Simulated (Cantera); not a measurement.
Feed: 1 mol Si3N4, 10 mol F2, held at 1777 °C.

Equilibrium computed with Cantera from the NASA thermochemical tables; the gas is ideal and each condensed phase is pure. Candidate condensed phases: Si, Si3N4; 16 gas species. The tables' values for SiF3 are old estimates; treat these amounts as uncertain. The numbers say what is thermodynamically allowed, not how fast it happens.

x: gas mole fraction; nothing condenses.

```json
[
 {"P (Pa)": "1", "x F": "0.616", "x SiF4": "0.227", "x N2": "0.153", "x SiF3": "0.00278", "x F2": "1.38e-8", "x SiF2": "9.54e-6", "x N": "2.26e-7"},
 {"P (Pa)": "4.20", "x F": "0.616", "x SiF4": "0.230", "x N2": "0.154", "x SiF3": "0.000670", "x F2": "5.79e-8", "x SiF2": "5.49e-7", "x N": "1.10e-7"},
 {"P (Pa)": "18", "x F": "0.615", "x SiF4": "0.231", "x N2": "0.154", "x SiF3": "0.000157", "x F2": "2.48e-7", "x SiF2": "3.00e-8", "x N": "5.33e-8"},
 {"P (Pa)": "75", "x F": "0.615", "x SiF4": "0.231", "x N2": "0.154", "x SiF3": "3.77e-5", "x F2": "1.03e-6", "x SiF2": "1.73e-9", "x N": "2.61e-8"},
 {"P (Pa)": "320", "x F": "0.615", "x SiF4": "0.231", "x N2": "0.154", "x SiF3": "8.83e-6", "x F2": "?", "x SiF2": "9.49e-11", "x N": "?"},
 {"P (Pa)": "1300", "x F": "0.615", "x SiF4": "0.231", "x N2": "0.154", "x SiF3": "2.17e-6", "x F2": "1.79e-5", "x SiF2": "5.75e-12", "x N": "6.28e-9"},
 {"P (Pa)": "5600", "x F": "0.615", "x SiF4": "0.231", "x N2": "0.154", "x SiF3": "5.05e-7", "x F2": "7.71e-5", "x SiF2": "<1e-12", "x N": "3.02e-9"},
 {"P (Pa)": "24000", "x F": "0.615", "x SiF4": "0.231", "x N2": "0.154", "x SiF3": "1.18e-7", "x F2": "?", "x SiF2": "<1e-12", "x N": "?"},
 {"P (Pa)": "100000", "x F": "0.613", "x SiF4": "0.231", "x N2": "0.154", "x SiF3": "2.84e-8", "x F2": "0.00137", "x SiF2": "<1e-12", "x N": "7.16e-10"}
]
```

Fill in the missing entries.


- 320, x F2: 4.41e-6
- 320, x N: 1.26e-8
- 24000, x F2: 0.000330
- 24000, x N: 1.46e-9
